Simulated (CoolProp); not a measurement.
cis-2-butene along the isotherm 525 K: density (kg/m³) from the reference equation and from simpler models built on Tc = 435.8 K, pc = 4.236 MPa, ω = 0.202; each cubic takes its own stable root.

The numbers come from the reference Helmholtz-energy equation of state, Lemmon 2005 in CoolProp. It is a short technical equation, of lower accuracy than the large ones.

| p (MPa) | phase | reference |
|---|---|---|
| 0.756 | gas | 10.06 |
| 1.51 | gas | 20.84 |
| 2.27 | gas | 32.58 |
| 3.03 | gas | 45.35 |
| 3.78 | gas | 59.12 |
| 4.54 | supercritical | 74.44 |
| 5.3 | supercritical | 91.31 |
| 6.05 | supercritical | 109.6 |
| 6.81 | supercritical | 129.9 |
| 7.56 | supercritical | 151.5 |
| 8.32 | supercritical | 174.7 |
| 9.08 | supercritical | 198.2 |
| 9.83 | supercritical | 220.9 |
| 10.6 | supercritical | 242.7 |

Problem. How far does each simpler model (ideal gas, Soave-Redlich-Kwong) lie from the reference over these 14 states: mean and median of the absolute difference, and the worst?

Solution. 
- ideal gas: mean 26.0 %, median 27.2 %, worst -43.9 % at 525 K and 10.6 MPa
- Soave-Redlich-Kwong: mean 4.0 %, median 3.1 %, worst -10.1 % at 525 K and 10.6 MPa
